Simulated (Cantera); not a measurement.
A Cantera script and its output.

```python
import numpy as np
import cantera as ct

gas = ct.Solution("h2o2.yaml")
gas.TPX = 1250, 2100, {'H2': 0.018, 'O2': 1, 'N2': 2.7, 'H2O': 0.0045}
reactor = ct.IdealGasConstPressureReactor(gas, energy="off", clone=False)
net = ct.ReactorNet([reactor])
net.rtol, net.atol = 1e-08, 1e-18
show = ['H2', 'O2', 'H2O', 'OH', 'O', 'H']
times = np.geomspace(1e-06, 3, 11)

steps = ct.SolutionArray(gas, extra=["t"])
rows = []
print(f"{'t/s':>10s}{'T/K':>9s}{'P/Pa':>11s}" + "".join(f"{s:>11s}" for s in show))
for t in times:
    while net.time < t:
        t_next = net.step()
        steps.append(gas.state, t=t_next)
    rows.append([np.interp(t, steps.t, y) for y in (steps.T, steps.P, *steps(*show).X.T)])
    print(f"{t:10.3e}{rows[-1][0]:9.1f}{rows[-1][1]:11.4g}" + "".join(f"{x:11.3e}" for x in rows[-1][2:]))
rate = np.gradient(steps.T, steps.t)
print("integrator steps:", len(steps.t))
if steps.T.max() > steps.T[0] + 200:
    print(f"time of steepest temperature rise: {steps.t[rate.argmax()]:.4e} s")
gas.TPX = 1250, 2100, {'H2': 0.018, 'O2': 1, 'N2': 2.7, 'H2O': 0.0045}
gas.equilibrate("TP")
print(f"equilibrium (TP): T = {gas.T:.1f} K  " + "  ".join(f"{s} {gas[s].X[0]:.3e}" for s in show))
```

It prints:

```
       t/s      T/K       P/Pa         H2         O2        H2O         OH          O          H
 1.000e-06   1250.0       2100  4.835e-03  2.686e-01  1.209e-03  3.876e-14  2.954e-14  4.628e-12
 4.443e-06   1250.0       2100  4.835e-03  2.686e-01  1.209e-03  6.109e-13  5.707e-13  2.012e-11
 1.974e-05   1250.0       2100  4.835e-03  2.686e-01  1.209e-03  1.066e-11  1.055e-11  8.155e-11
 8.773e-05   1250.0       2100  4.835e-03  2.686e-01  1.209e-03  1.572e-10  1.617e-10  2.590e-10
 3.898e-04   1250.0       2100  4.835e-03  2.686e-01  1.209e-03  1.531e-09  1.755e-09  6.595e-10
 1.732e-03   1250.0       2100  4.835e-03  2.686e-01  1.209e-03  2.636e-08  3.542e-08  6.718e-09
 7.696e-03   1250.0       2100  4.293e-03  2.682e-01  1.606e-03  2.268e-04  3.320e-04  6.278e-05
 3.420e-02   1250.0       2100  3.788e-05  2.646e-01  5.644e-03  4.493e-04  3.423e-03  2.800e-04
 1.519e-01   1250.0       2100  2.163e-05  2.656e-01  5.801e-03  3.400e-04  1.915e-03  1.181e-04
 6.752e-01   1250.0       2100  4.692e-06  2.666e-01  5.967e-03  1.589e-04  4.080e-04  1.172e-05
 3.000e+00   1250.0       2100  4.411e-07  2.668e-01  6.034e-03  4.906e-05  3.836e-05  3.397e-07
integrator steps: 1247
equilibrium (TP): T = 1250.0 K  H2 2.809e-09  O2 2.669e-01  H2O 6.057e-03  OH 3.958e-06  O 2.484e-07  H 1.780e-10
```

Detailed kinetics in Cantera: the H2/O2 subset of GRI-Mech 3.0, which has no nitrogen chemistry. Radical loss at walls, strong at low pressure, is not modelled.
